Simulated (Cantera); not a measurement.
Stirred combustor or abatement burner

A perfectly stirred reactor is fed with H2 : O2 : N2 = 1 : 0.455 : 1.71 (molar parts), equivalence ratio 1.1, at 101000 Pa; it is adiabatic with a 675 K inlet, and is followed from long to short residence time, starting on the burning branch (τ in s: 0.029, 0.015, 0.0072, 0.0036, 0.0018, 0.00088, 0.00043, 0.00022, 0.00011, 5.3e-05).

Cantera simulation using GRI-Mech 3.0 (53 species, 325 reactions); the numbers are that mechanism's predictions, not measurements.

```json
[
 {"τ (s)": "0.029", "T (K)": "2565", "x H2": "0.0459", "x O2": "0.00368", "x HO2": "1.49e-6", "x N2O": "1.35e-7", "x O": "0.00133"},
 {"τ (s)": "0.015", "T (K)": "2556", "x H2": "0.0463", "x O2": "0.00400", "x HO2": "1.60e-6", "x N2O": "1.27e-7", "x O": "0.00146"},
 {"τ (s)": "0.0072", "T (K)": "2537", "x H2": "0.0473", "x O2": "0.00465", "x HO2": "1.82e-6", "x N2O": "1.14e-7", "x O": "0.00172"},
 {"τ (s)": "0.0036", "T (K)": "2504", "x H2": "0.0489", "x O2": "0.00568", "x HO2": "2.16e-6", "x N2O": "9.84e-8", "x O": "0.00218"},
 {"τ (s)": "0.0018", "T (K)": "2451", "x H2": "0.0515", "x O2": "0.00728", "x HO2": "2.69e-6", "x N2O": "8.16e-8", "x O": "0.00297"},
 {"τ (s)": "0.00088", "T (K)": "2367", "x H2": "0.0550", "x O2": "0.00958", "x HO2": "3.56e-6", "x N2O": "6.66e-8", "x O": "0.00425"},
 {"τ (s)": "0.00043", "T (K)": "2256", "x H2": "0.0589", "x O2": "0.0124", "x HO2": "4.97e-6", "x N2O": "5.69e-8", "x O": "0.00603"},
 {"τ (s)": "0.00022", "T (K)": "2132", "x H2": "0.0623", "x O2": "0.0155", "x HO2": "7.00e-6", "x N2O": "5.25e-8", "x O": "0.00805"},
 {"τ (s)": "0.00011", "T (K)": "1990", "x H2": "0.0650", "x O2": "0.0191", "x HO2": "1.00e-5", "x N2O": "4.99e-8", "x O": "0.0102"},
 {"τ (s)": "5.3e-5", "T (K)": "1829", "x H2": "0.0676", "x O2": "0.0235", "x HO2": "1.46e-5", "x N2O": "4.73e-8", "x O": "0.0122"}
]
```
x: mole fraction; the columns are a selection and need not sum to one.
